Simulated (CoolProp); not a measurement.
Saturation properties of ethylene (Tc = 282.4 K, pc = 5042 kPa, ω = 0.087).

The numbers come from the reference Helmholtz-energy equation of state, Smukala 2000 in CoolProp.

| T (K) | p (kPa) | vapour density (kg/m³) | surface tension (mN/m) |
|---|---|---|---|
| 212 | 723.4 | 13.25 | 9.38 |
| 215.3 | 813.9 | 14.87 | 8.87 |
| 218.6 | 912.3 | 16.65 | 8.36 |
| 222 | 1023 | 18.66 | 7.84 |
| 225.3 | 1138 | 20.79 | 7.34 |
| 228.7 | 1268 | 23.20 | 6.83 |
| 232 | 1403 | 25.77 | 6.35 |
| 235.3 | 1548 | 28.58 | 5.86 |
| 238.7 | 1709 | 31.76 | 5.37 |
| 242 | 1876 | 35.17 | 4.90 |

It boils at 169.4 K under 1 atm.

Surface tension comes from a separate correlation (Mulero 2012).
